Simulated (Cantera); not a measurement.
A Cantera script and its output.

```python
import numpy as np
import cantera as ct

gas = ct.Solution("SiF4_NH3_mec.yaml", "gas")
gas.TPX = 2350, 101325, {'NH3': 1, 'H2': 0.12}
inlet = ct.Reservoir(gas, clone=True)

reactor = ct.IdealGasConstPressureReactor(gas, energy="off", clone=False)
exhaust = ct.Reservoir(gas, clone=True)
tau = [17, 6.6, 2.5, 0.96, 0.37, 0.14, 0.053, 0.02, 0.0077, 0.0029][0]
for a, b in ((inlet, reactor), (reactor, exhaust)):
    ct.MassFlowController(a, b, mdot=lambda t: reactor.mass / tau)
net = ct.ReactorNet([reactor])
show = ['NH3', 'H2', 'N2', 'NH2', 'H', 'N2H4']

rows = []
print(f"{'tau/s':>10s}{'T/K':>9s}" + "".join(f"{s:>11s}" for s in show))
for tau in [17, 6.6, 2.5, 0.96, 0.37, 0.14, 0.053, 0.02, 0.0077, 0.0029]:
    net.initial_time = 0.0
    net.advance(30 * tau)
    before = gas.X
    net.advance(40 * tau)
    drift = np.max(np.abs(gas.X - before) / (gas.X + 1e-9))
    rows.append([gas.T, *gas[show].X, drift])
    print(f"{tau:10.3e}{gas.T:9.1f}" + "".join(f"{x:11.3e}" for x in gas[show].X))
```

Result:

```
     tau/s      T/K        NH3         H2         N2        NH2          H       N2H4
 1.700e+01   2350.0  2.029e-04  7.545e-01  2.345e-01  9.299e-06  1.080e-02  3.661e-12
 6.600e+00   2350.0  3.286e-04  7.544e-01  2.345e-01  1.498e-05  1.074e-02  9.506e-12
 2.500e+00   2350.0  5.469e-04  7.544e-01  2.344e-01  2.460e-05  1.060e-02  2.563e-11
 9.600e-01   2350.0  9.379e-04  7.544e-01  2.344e-01  4.078e-05  1.025e-02  7.042e-11
 3.700e-01   2350.0  1.763e-03  7.545e-01  2.342e-01  7.023e-05  9.396e-03  2.090e-10
 1.400e-01   2350.0  4.229e-03  7.543e-01  2.338e-01  1.345e-04  7.506e-03  7.672e-10
 5.300e-02   2350.0  1.327e-02  7.498e-01  2.316e-01  2.845e-04  5.029e-03  3.435e-09
 2.000e-02   2350.0  3.961e-02  7.317e-01  2.247e-01  5.791e-04  3.348e-03  1.425e-08
 7.700e-03   2350.0  1.006e-01  6.874e-01  2.085e-01  1.079e-03  2.311e-03  4.950e-08
 2.900e-03   2350.0  2.269e-01  5.946e-01  1.749e-01  1.879e-03  1.545e-03  1.500e-07
```

Computed with Cantera and the gas-phase N/H chemistry of the illustrative SiF4/NH3 mechanism in the Surface Chemkin manual (1991). Walls and surfaces, which speed up NH3 decomposition in real reactors, are not modelled.
